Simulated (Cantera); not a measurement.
Input: 1 mol Si2Cl6, a varied amount of NH3, equilibrated at 0.113 Torr.

Cantera equilibrium calculation (NASA polynomials, part measured and part estimated; ideal gas, pure solids and liquids). Candidate condensed phases: NH4Cl, Si, Si3N4; 28 gas species. The feed counts by its element totals alone. The tables' values for SiCl3 are old estimates. The numbers say what is thermodynamically allowed, not how fast it happens.

What condenses at these points (T in K, n(NH3) in mol): (1048, 4.3); (1448, 1.9); (1848, 7.5); (1248, 5.7); (1048, 30); (1648, 17)?


```
T (K)  n(NH3) in mol  condensed phases  Si condensed (%)
-----  -------------  ----------------  ----------------
1048             4.3             Si3N4              87.1
1448             1.9          gas only               0.0
1848             7.5          gas only               0.0
1248             5.7             Si3N4              78.8
1048              30             Si3N4             100.0
1648              17                Si              24.2
```
